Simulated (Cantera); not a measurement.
Cantera run:

```python
import numpy as np
import cantera as ct

gas_names = """
    H HO2 H2 H2O H2O2 O OH O2 O3 V VO VO2
""".split()
cond_names = """
    H2O(s) H2O(L) V(cr) V(L) VO(s) VO(L) V2O3(s) V2O3(L) V2O4(I) V2O4(II) V2O4(L) V2O5(s) V2O5(L)
""".split()


# ... load() reads the species with a 1 bar reference pressure and builds the phases ...
atoms = {
    'V2O5': {'V': 2, 'O': 5},
    'H2': {'H': 2},
}
top_T = {}  # K; cautious upper limits of use, not melting points


# ... equilibrate(T, P, feed) seeds the gas with the atoms and calls Mixture.equilibrate('TP', solver="vcs", rtol=1e-11, max_steps=5000) ...
results = []
feed = {'V2O5': 1, 'H2': 110}  # mol
T = 2000  # K
for P in [10, 100, 1000, 10000, 100000, 1000000]:
    mix = equilibrate(T, P, feed)
    results.append((T, P, feed, dict(zip(mix.species_names, mix.species_moles))))

top = {s: max(r[3][s] / sum(r[3][g] for g in gas_names) for r in results) for s in gas_names}
cols = sorted((s for s in top if top[s] > 1e-06), key=lambda s: -top[s])[:5]
seen = [c for c in cond_names if any(r[3].get(c, 0) > 1e-12 for r in results)]
print("log10 of partial pressures in bar; condensed amounts in mol")
print(f"{'P/Pa':>10s}" + "".join(f"{s[:9]:>10s}" for s in cols + seen))
for T, P, feed, n in results:
    ng = sum(n[g] for g in gas_names)
    print(f"{P:10.4g}" + "".join(f"{np.log10(max(n[s] / ng * P / 1e5, 1e-99)):10.3f}" for s in cols)
          + "".join(f"{n.get(c, 0):10.4g}" for c in seen))
```

Result:

```
log10 of partial pressures in bar; condensed amounts in mol
      P/Pa        H2         H       H2O       VO2        VO     VO(s)
        10    -4.084    -4.831    -5.921    -5.897    -6.425         0
       100    -3.035    -4.306    -4.754    -5.065    -5.712    0.7919
      1000    -2.019    -3.798    -3.589    -4.916    -5.712     1.843
     1e+04    -1.014    -3.296    -2.568    -4.900    -5.712     1.984
     1e+05    -0.013    -2.795    -1.565    -4.899    -5.712     1.998
     1e+06     0.988    -2.295    -0.564    -4.899    -5.712         2
```

Method: chemical equilibrium by Gibbs-energy minimisation in Cantera with the NASA 1993 tables (ideal gas, pure condensed phases). VO: taken at fixed stoichiometry.
